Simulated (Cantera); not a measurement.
An adiabatic, constant-pressure homogeneous reactor starts with C3H8 : O2 : N2 = 1 : 3.57 : 13.4 (molar parts), equivalence ratio 1.4, at 1575 K and 44000 Pa. Integrator tolerance rtol = 1e-08.

Detailed kinetics in Cantera: GRI-Mech 3.0 (53 species, 325 reactions). GRI-Mech 3.0 was tuned for natural gas; its chemistry of propane as a main component is partial and can be far from experiment.

Problem. What does this change do: 0.64 parts H2 added?

Solution. 
```
quantity                                                            before                                    after
---------------------------------  ---------------------------------------  ---------------------------------------
time of steepest temperature rise                                  85.3 µs                                  81.2 µs
temperature at 2.00 s                                               2743 K                                   2738 K
equilibrium temperature                                             2743 K                                   2738 K
x(C3H8) at 2.00 s                    <1e-12 (gas-phase equilibrium <1e-12)    <1e-12 (gas-phase equilibrium <1e-12)
x(O2) at 2.00 s                    0.00470 (gas-phase equilibrium 0.00470)  0.00293 (gas-phase equilibrium 0.00293)
x(N2O) at 2.00 s                   1.52e-7 (gas-phase equilibrium 1.52e-7)  1.16e-7 (gas-phase equilibrium 1.16e-7)
x(H2O) at 2.00 s                       0.124 (gas-phase equilibrium 0.124)      0.132 (gas-phase equilibrium 0.132)
x(CO2) at 2.00 s                     0.0393 (gas-phase equilibrium 0.0393)    0.0326 (gas-phase equilibrium 0.0326)
```
